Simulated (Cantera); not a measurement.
# MgO + Br₂ + N₂ + H₂O (chemical vapour transport)

Input: 1 mol MgO, 0.034 mol Br₂, 0.77 mol N₂, 0.069 mol H₂O, at 24.0 mbar.

These are equilibrium values from Cantera (NASA tables, ideal gas, pure condensed phases), not measurements of a reactor. Candidate condensed phases: Br₂, H₂O, Mg, MgBr₂, MgO, Mg(OH)₂; 36 gas species. Rates play no part.

```tsv
T (°C)	log p N₂	log p H₂O	log p Br	log p Br₂	log p HBr	log p O₂	n MgO(s)
727	-1.68	-2.75	-3.80	-3.12	-3.71	-4.31	1.00
777	-1.68	-2.76	-3.58	-3.17	-3.60	-4.20	1.000
827	-1.68	-2.76	-3.40	-3.25	-3.50	-4.11	1.000
877	-1.68	-2.77	-3.25	-3.35	-3.43	-4.03	1.000
927	-1.68	-2.78	-3.13	-3.48	-3.38	-3.98	1.000
977	-1.68	-2.79	-3.04	-3.64	-3.35	-3.95	1.000
1027	-1.69	-2.79	-2.97	-3.83	-3.34	-3.94	1.000
1077	-1.69	-2.79	-2.93	-4.04	-3.34	-3.94	1.000
1127	-1.69	-2.79	-2.90	-4.26	-3.35	-3.95	1.000
1177	-1.69	-2.79	-2.88	-4.48	-3.36	-3.97	1.000
1227	-1.69	-2.79	-2.87	-4.69	-3.38	-3.98	1.000
1277	-1.69	-2.79	-2.86	-4.90	-3.40	-4.00	1.000
```
log p: log10 of the partial pressure in bar; n: condensed amount in mol.

From 727 °C to 1277 °C the condensed part is MgO(s). The main Mg-bearing gas is MgBr₂ throughout.
